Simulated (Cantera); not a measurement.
A closed system holds: 1 mol HCl, 0.036 mol O₂, held at 1400 °C and 0.000180 bar.

Equilibrium computed with Cantera from the NASA thermochemical tables; the gas is ideal and each condensed phase is pure. Candidate condensed phases: H₂O; 14 gas species. Kinetics and transport are ignored.

Question: What is the equilibrium state?

Answer: 
```
Item           Result
----------  ---------
x(HCl)          0.803
x(Cl)           0.130
x(H₂O)         0.0629
x(O₂)         0.00177
x(H₂)         0.00168
x(OH)        0.000627
x(H)         0.000348
x(Cl₂)       0.000110
x(O)         0.000105
gas amount  1.072 mol
```
